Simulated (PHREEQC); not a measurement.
# Nickel, zinc or cadmium bath: speciation

A solution holds 22.5 mmol/kgw CdCl2, at 25 °C. It is in equilibrium with CO2 at log p = -1 (atm). Otherwise closed; pH follows from the charge balance.

The numbers come from PHREEQC with the ion-association model, phreeqc.dat.

Precipitation was switched off in this run.

### Question
Predict the pH, ionic strength.

### Answer
pH 4.38; ionic strength 0.0393 mol/kgw.

### Question
In which forms is Cd present?

### Answer
CdCl+ 55 %, Cd+2 40 %, CdCl2 4.8 % of the Cd.

Complexes and solids missing from the database can't appear.
